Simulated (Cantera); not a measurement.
Nitride etching: AlN + Cl2 + H2

Input: 1 mol AlN, 3.3 mol Cl2, 39 mol H2, at 1000 Pa.

Equilibrium computed with Cantera from the NASA thermochemical tables; the gas is ideal and each condensed phase is pure. Candidate condensed phases: Al, AlCl3, AlN, NH4Cl; 20 gas species. The tables' values for AlCl2 are old estimates; treat these amounts as uncertain. Equilibrium is a limit: real reactors are often held back by kinetics, nucleation or transport.

From 848 K to 1648 K nothing is condensed. The main Al-bearing gas is AlCl3 at 848 K and AlCl at 1648 K.

```tsv
T (K)	x H2	x HCl	x AlCl3	x AlCl	x N2
848	0.879	0.0851	0.0236	8.69e-12	0.0118
948	0.879	0.0851	0.0236	1.44e-9	0.0118
1048	0.879	0.0851	0.0236	8.82e-8	0.0118
1148	0.879	0.0851	0.0236	2.61e-6	0.0118
1248	0.879	0.0854	0.0234	4.39e-5	0.0118
1348	0.878	0.0868	0.0223	0.000451	0.0118
1448	0.872	0.0923	0.0187	0.00263	0.0118
1548	0.861	0.104	0.0118	0.00784	0.0117
1648	0.849	0.115	0.00541	0.0139	0.0116
```
x: gas mole fraction; nothing condenses.
